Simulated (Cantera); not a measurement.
SO2 + H2 (abatement and gas-phase synthesis)

A closed system holds: 1 mol SO2, 0.35 mol H2, held at 0.133 bar.

Equilibrium computed with Cantera from the NASA thermochemical tables; the gas is ideal and each condensed phase is pure. Candidate condensed phases: H2O, H2SO4, S; 34 gas species. Ions and electrons are included (thermal ionisation). Rates play no part.

| T (K) | x O | x SO2 | x S | x SO | x H | x H2O | x O2 | x OH | x H2 |
|---|---|---|---|---|---|---|---|---|---|
| 3000 | 0.0720 | 0.317 | 0.0360 | 0.233 | 0.0922 | 0.0860 | 0.0539 | 0.0579 | 0.0455 |
| 3250 | 0.183 | 0.149 | 0.0765 | 0.242 | 0.152 | 0.0297 | 0.0714 | 0.0601 | 0.0297 |
| 3500 | 0.322 | 0.0461 | 0.138 | 0.186 | 0.185 | 0.00604 | 0.0570 | 0.0392 | 0.0131 |
| 3750 | 0.433 | 0.00973 | 0.199 | 0.106 | 0.192 | 0.000938 | 0.0317 | 0.0193 | 0.00488 |
| 4000 | 0.493 | 0.00167 | 0.237 | 0.0490 | 0.190 | 0.000150 | 0.0147 | 0.00878 | 0.00190 |
| 4250 | 0.520 | 0.000287 | 0.256 | 0.0215 | 0.189 | 2.80e-5 | 0.00655 | 0.00411 | 0.000829 |
| 4500 | 0.531 | 5.47e-5 | 0.264 | 0.00971 | 0.189 | 6.16e-6 | 0.00304 | 0.00205 | 0.000398 |
| 4750 | 0.536 | 1.20e-5 | 0.267 | 0.00465 | 0.189 | 1.58e-6 | 0.00150 | 0.00109 | 0.000207 |
| 5000 | 0.538 | 3.00e-6 | 0.268 | 0.00237 | 0.189 | 4.60e-7 | 0.000787 | 0.000611 | 0.000115 |
x: gas mole fraction; nothing condenses.

From 3000 K to 5000 K nothing is condensed.
